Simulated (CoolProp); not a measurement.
A simple Rankine cycle with n-hexane: condensing at 304.15 K, boiler at 0.157 MPa, turbine inlet 361.5 K, turbine efficiency 0.7, pump efficiency 0.6, no recuperator. Each further row changes one setting.

Computed with CoolProp (reference Helmholtz-energy equation of state, Thol 2019).

```csv
case,thermal efficiency (%),net work (kJ/kg),heat in (kJ/kg),turbine exit temperature (K),volume ratio over the turbine
as stated,?,40.1,460,336.8,5.92
turbine inlet 381.5 K,8.5,42.7,?,357.1,5.89
condensing temperature 296.15 K,9.9,?,?,332.5,8.26
boiler pressure 0.11 MPa,?,32.8,?,342.1,?
turbine efficiency 0.6,7.5,?,460,339.9,5.98
```

### Question
Some entries are withheld; supply them.

### Answer

- as stated, thermal efficiency (%): 8.7
- turbine inlet 381.5 K, heat in (kJ/kg): 501
- condensing temperature 296.15 K, net work (kJ/kg): 47.5
- condensing temperature 296.15 K, heat in (kJ/kg): 478
- boiler pressure 0.11 MPa, thermal efficiency (%): 7.1
- boiler pressure 0.11 MPa, heat in (kJ/kg): 463
- boiler pressure 0.11 MPa, volume ratio over the turbine: 4.13
- turbine efficiency 0.6, net work (kJ/kg): 34.3
